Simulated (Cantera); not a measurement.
Feed: 1 mol TEOS, 0.74 mol NO, at 12.0 Torr.

These are equilibrium values from Cantera (NASA tables, ideal gas, pure condensed phases), not measurements of a reactor. Candidate condensed phases: C, C₆H₆, C₇H₈, C₈H₁₈, H₂O, Si, SiC, SiO₂, Si₂N₂O, Si₃N₄; 151 gas species. The feed counts by its element totals alone. Equilibrium is a limit: real reactors are often held back by kinetics, nucleation or transport.

log p: log10 of the partial pressure in bar; n: condensed amount in mol.

```tsv
T (K)	log p H₂	log p CH₄	log p H₂O	log p CO	log p N₂	log p CO₂	log p NH₃	n C(graphite)	n SiO₂(α-quartz)
525	-2.58	-2.16	-2.28	-5.68	-3.09	-3.45	-6.16	4.65	1.00
575	-2.29	-2.29	-2.35	-4.88	-3.13	-3.33	-6.19	5.18	1.00
625	(withheld)	(withheld)	(withheld)	(withheld)	-3.18	(withheld)	(withheld)	(withheld)	1.00
675	-1.99	-2.81	-2.59	-3.60	-3.23	-3.12	-6.48	6.40	1.00
725	-1.94	-3.16	-2.78	-3.13	-3.27	-3.10	-6.70	6.47	1.00
775	-1.92	(withheld)	(withheld)	(withheld)	-3.30	(withheld)	(withheld)	6.14	1.00
825	-1.91	-3.87	-3.41	-2.59	-3.32	-3.54	-7.16	5.69	1.00
```

Task: Some entries are withheld; supply them.

Result: 
- 775, log p CH₄: -3.52
- 775, log p H₂O: -3.05
- 775, log p CO: -2.79
- 775, log p CO₂: -3.22
- 775, log p NH₃: -6.94
- 625, log p H₂: -2.10
- 625, log p CH₄: -2.51
- 625, log p H₂O: -2.44
- 625, log p CO: -4.19
- 625, log p CO₂: -3.22
- 625, log p NH₃: -6.30
- 625, n C(graphite): 5.88
